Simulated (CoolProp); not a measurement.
Vapour-liquid equilibrium of propane (1) + R227EA (2) at 0.936 MPa; x and y are mole fractions of (1).

Model: multi-fluid Helmholtz-energy mixture model, Lemmon 2009 and Lemmon 2016; pair parameters Bell 2016, in CoolProp.

```
x     bubble temperature, mixture model (K)  bubble temperature, Raoult's law (K)  y, mixture model  y, Raoult's law
----  -------------------------------------  ------------------------------------  ----------------  ---------------
0.05                                  318.7                                 322.3             0.142            0.090
0.15                                  310.1                                 319.1             0.354            0.251
0.25                                  304.3                                 316.1             0.488            0.391
0.35                                  300.6                                 313.2             0.574            0.512
0.45                                  298.2                                 310.4             0.633            0.618
0.55                                  296.7                                 307.8             0.680            0.709
0.65                                  295.7                                 305.3             0.723            0.790
0.75                                  295.1                                 302.9             0.771            0.860
0.85                                  295.2                                 300.7             0.834            0.921
0.95                                  296.2                                 298.5             0.929            0.975
```

The largest gap from Raoult's law is -12.6 K in bubble temperature, at x = 0.35. y crosses x between x = 0.75 and 0.85: the model has an azeotrope there.

Pair parameters are fitted to limited data, so mixtures are less certain than the pure fluids.
